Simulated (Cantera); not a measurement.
A perfectly stirred reactor is fed with H2 : O2 : N2 = 0.56 : 1 : 1.2 (molar parts), equivalence ratio 0.28, at 203 Torr; it is held at 1275 K, and followed from long to short residence time.

Detailed kinetics in Cantera: GRI-Mech 3.0 (53 species, 325 reactions). The temperature is held fixed by assumption; the heat of reaction is taken as removed at once.

Question: What does this change do: pressure from 203 Torr to 75.0 Torr?

Answer: 
```tsv
quantity	before	after
x(H2) at τ = 0.420 s	0.000192	0.000357
x(O2) at τ = 0.420 s	0.290	0.290
x(HO2) at τ = 0.420 s	6.93e-6	6.95e-6
x(NO) at τ = 0.420 s	3.21e-7	2.51e-7
x(O) at τ = 0.420 s	0.000112	0.000443
x(H2) at τ = 19.0 ms	0.00140	0.00256
x(O2) at τ = 19.0 ms	0.290	0.288
x(HO2) at τ = 19.0 ms	3.08e-5	2.01e-5
x(NO) at τ = 19.0 ms	2.69e-7	7.48e-7
x(O) at τ = 19.0 ms	0.000909	0.00341
```
